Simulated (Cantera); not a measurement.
## Fluorocarbon and chlorocarbon gases: CH₂F₂ + HCl + H₂

Input: 1 mol CH₂F₂, 0.099 mol HCl, 5.7 mol H₂, at 13.3 mbar.

These are equilibrium values from Cantera (NASA tables, ideal gas, pure condensed phases), not measurements of a reactor. Candidate condensed phases: C, C₆H₆, C₇H₈, C₈H₁₈; 118 gas species. Equilibrium is a limit: real reactors are often held back by kinetics, nucleation or transport.

```
T (K)   x H₂   x HF     x H    x HCl  x C₂H₂ (acetylene)      x Cl     x C₂H       x F  n C(graphite)
-----  -----  -----  ------  -------  ------------------  --------  --------  --------  -------------
2173   0.699  0.252  0.0349   0.0120             0.00154  0.000439   2.48e-6   9.88e-6          0.975
2223   0.689  0.250  0.0461   0.0118             0.00200  0.000574   4.93e-6   1.55e-5          0.968
2273   0.677  0.249  0.0598   0.0116             0.00255  0.000739   9.51e-6   2.40e-5          0.959
2323   0.661  0.246  0.0767   0.0113             0.00320  0.000938   1.78e-5   3.64e-5          0.947
2373   0.643  0.244  0.0970   0.0109             0.00396   0.00117   3.22e-5   5.42e-5          0.934
2423   0.621  0.241   0.121   0.0105             0.00481   0.00145   5.68e-5   7.97e-5          0.918
2473   0.596  0.237   0.149  0.00997             0.00575   0.00177   9.74e-5  0.000115          0.900
2523   0.567  0.233   0.181  0.00941             0.00676   0.00212  0.000163  0.000165          0.878
2573   0.535  0.228   0.218  0.00878             0.00780   0.00251  0.000265  0.000233          0.853
```
x: gas mole fraction; n: condensed amount in mol.

From 2173 K to 2573 K the condensed part is C(graphite). The main C-bearing gas is C₂H₂ (acetylene) throughout. The share of C in condensed phases is highest at 2173 K (97.5 %) and lowest at 2573 K (85.3 %).
